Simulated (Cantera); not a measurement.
Input: 1 mol SiH₄, 0.97 mol HCl, 33 mol H₂, at 0.00133 bar.

These are equilibrium values from Cantera (NASA tables, ideal gas, pure condensed phases), not measurements of a reactor. Candidate condensed phases: Si; 19 gas species. Gases not in the tables: Si₂H₆ and higher silanes. Kinetics and transport are ignored.

Question: Which condensed phases are stable at each of these points (T (K)): 1850, 1875, 1900, 1925, 1950, 1975, 2000, 2025, 2050, 2075, 2100, 2125?

Answer: 
```
T (K)  condensed phases  Si condensed (%)
-----  ----------------  ----------------
1850              Si(l)              74.5
1875              Si(l)              66.9
1900              Si(l)              56.4
1925              Si(l)              42.0
1950              Si(l)              22.6
1975           gas only               0.0
2000           gas only               0.0
2025           gas only               0.0
2050           gas only               0.0
2075           gas only               0.0
2100           gas only               0.0
2125           gas only               0.0
```

From 1850 K to 1950 K the condensed part is Si(l). From 1975 K to 2125 K nothing is condensed.
